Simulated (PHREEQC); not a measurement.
Dissolve 0.0061 mol LiCl, 0.00036 mol K2SO4 and 2.2e-06 mol H4SiO4 per kg of water at 25 °C. Closed to the air; pH follows from the charge balance.

Model: Pitzer model, pitzer.dat, run in PHREEQC.

**Question.** The ionic strength comes out as 0.00718 mol/kgw. What activity coefficients do Li+, SO4-2, Cl-, K+ get?

**Answer.** Li+ 0.92, SO4-2 0.69, Cl- 0.91, K+ 0.92. Single-ion values are on the MacInnes scale.

No solid was allowed to form.
